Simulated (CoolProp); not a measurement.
Water at 665.56 K and 0.222 MPa flows at 7.9 m/s in a round tube of 2 mm bore and 1.5 µm roughness, fully developed (64/Re and Nu = 3.66 if laminar; Colebrook and Gnielinski if turbulent). Each further row changes one setting.

The numbers come from the reference Helmholtz-energy equation of state, Wagner 2002 in CoolProp.

```json
[
 {"case": "as stated", "Reynolds number": "(withheld)", "Darcy friction factor": "(withheld)", "pressure drop (Pa/m)": "(withheld)", "heat-transfer coefficient (W/(m² K))": "98.7", "mass flow (kg/h)": "(withheld)"},
 {"case": "velocity 15.8 m/s", "Reynolds number": "949", "Darcy friction factor": "0.0674", "pressure drop (Pa/m)": "(withheld)", "heat-transfer coefficient (W/(m² K))": "98.7", "mass flow (kg/h)": "(withheld)"},
 {"case": "diameter 4 mm", "Reynolds number": "949", "Darcy friction factor": "0.0674", "pressure drop (Pa/m)": "381", "heat-transfer coefficient (W/(m² K))": "(withheld)", "mass flow (kg/h)": "(withheld)"}
]
```

Task: Complete the blanks.

Result: 
- as stated, Reynolds number: 475
- as stated, Darcy friction factor: 0.135
- as stated, pressure drop (Pa/m): 1530
- as stated, mass flow (kg/h): 0.0648
- velocity 15.8 m/s, pressure drop (Pa/m): 3050
- velocity 15.8 m/s, mass flow (kg/h): 0.130
- diameter 4 mm, heat-transfer coefficient (W/(m² K)): 49.3
- diameter 4 mm, mass flow (kg/h): 0.259

Viscosity comes from a separate model (Huber 2009). Thermal conductivity comes from a separate model (Huber 2012).
